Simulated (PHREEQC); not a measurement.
## Acid mine or pickling water (model solution)

Model water analysis in mmol/kgw, 30 °C, pH 3.25:

```tsv
constituent	mmol/kgw
Na	85.6
K	1.64
Ca	1.24
Mg	7.44
Cl	7.94
S(6)	51.7
```

Valence states are taken as typed.

Computed with PHREEQC (Pitzer model, pitzer.dat).

This is a speciation only: nothing precipitates in the calculation.

### Question
Estimate the specific conductance, density, charge-balance error.

### Answer
specific conductance 11200 µS/cm; density 1.002 g/cm³; charge-balance error -2.2 %.

### Question
In which forms is S present?

### Answer
SO4-2 98 %, HSO4- 2.1 % of the S.
